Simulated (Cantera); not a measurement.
A closed system holds: 1 mol Si3N4, 0.44 mol O2, 36 mol H2, held at 2630 Torr.

Method: chemical equilibrium by Gibbs-energy minimisation in Cantera with the NASA 1993 tables (ideal gas, pure condensed phases). Candidate condensed phases: H2O, Si, SiO2, Si2N2O, Si3N4; 35 gas species. Mutual solubility and eutectic melting of coexisting phases are not modelled. Gases not in the tables: Si2H6 and higher silanes. Equilibrium is a limit: real reactors are often held back by kinetics, nucleation or transport.

x: gas mole fraction; n: condensed amount in mol.

```tsv
T (K)	x H2	x N2	x SiO	x H	x NH3	x SiH2	x SiH	n Si2N2O(s)	n Si3N4(s)	n Si(l)
1050	0.992	0.00802	<1e-12	[?]	0.000131	<1e-12	<1e-12	0.880	0.413	0
1125	0.992	0.00804	<1e-12	[?]	8.60e-5	<1e-12	<1e-12	0.880	0.413	0
1200	0.992	0.00805	<1e-12	[?]	5.93e-5	1.19e-12	<1e-12	0.880	0.413	0
1275	0.992	0.00806	8.06e-12	[?]	4.26e-5	2.12e-11	<1e-12	0.880	0.413	0
1350	0.992	0.00807	1.69e-10	[?]	3.18e-5	2.74e-10	1.07e-12	0.880	0.413	0
1425	0.992	0.00807	2.56e-9	[?]	2.44e-5	2.69e-9	1.91e-11	0.880	0.413	0
1500	0.992	0.00807	2.94e-8	[?]	1.92e-5	2.10e-8	2.54e-10	0.880	0.413	0
1575	0.992	0.00807	2.66e-7	[?]	1.55e-5	1.34e-7	2.63e-9	0.880	0.413	0
1650	0.992	0.00808	1.96e-6	[?]	1.28e-5	7.22e-7	2.19e-8	0.880	0.413	0
1725	0.992	0.00808	1.20e-5	[?]	1.07e-5	3.35e-6	1.51e-7	0.880	0.413	0
1800	0.992	0.00811	6.34e-5	[?]	9.08e-6	1.36e-5	8.84e-7	0.878	0.414	0
1875	0.991	0.00821	0.000290	[?]	7.86e-6	4.89e-5	4.44e-6	0.869	0.416	0
1950	0.975	0.0240	0.000827	[?]	1.14e-5	7.73e-5	9.61e-6	0.849	0.133	0.868
2025	0.961	0.0340	0.00413	[?]	1.17e-5	0.000117	1.95e-5	0.725	0	1.39
```

What belongs in the gaps?


- 1050, x H: 4.32e-9
- 1125, x H: 2.37e-8
- 1200, x H: 1.05e-7
- 1275, x H: 3.92e-7
- 1350, x H: 1.27e-6
- 1425, x H: 3.63e-6
- 1500, x H: 9.37e-6
- 1575, x H: 2.21e-5
- 1650, x H: 4.84e-5
- 1725, x H: 9.89e-5
- 1800, x H: 0.000191
- 1875, x H: 0.000349
- 1950, x H: 0.000605
- 2025, x H: 0.00101
